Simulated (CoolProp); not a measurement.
The numbers come from the reference Helmholtz-energy equation of state, Akasaka 2019 in CoolProp.

Problem. Give the vapour pressure (kPa), liquid density (kg/m³), vapour density (kg/m³), enthalpy of vaporisation (kJ/kg) of saturated R1234ze(Z) at 356.8, 373.9 K.

Solution. 
| T (K) | p (kPa) | liquid density (kg/m³) | vapour density (kg/m³) | enthalpy of vaporisation (kJ/kg) |
|---|---|---|---|---|
| 356.8 | 937 | 1040 | 46.2 | 162 |
| 373.9 | 1370 | 977 | 70.6 | 144 |
